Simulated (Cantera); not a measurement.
Feed: 1 mol Fe, 0.15 mol H2O, 0.73 mol O2, at 1 atm.

These are equilibrium values from Cantera (NASA tables, ideal gas, pure condensed phases), not measurements of a reactor. Candidate condensed phases: Fe, FeO, Fe(OH)2, Fe(OH)3, Fe2O3, Fe3O4, H2O; 12 gas species. Mutual solubility and eutectic melting of coexisting phases are not modelled. Kinetics and transport are ignored.

**Question.** At 1473 K, list the 4 most abundant gas species with their mole fractions, and the condensed phases.

**Answer.** H2O 0.997, O2 0.00264, OH 6.49e-5, H2 2.53e-5. Condensed: Fe2O3(s) + Fe3O4(s).
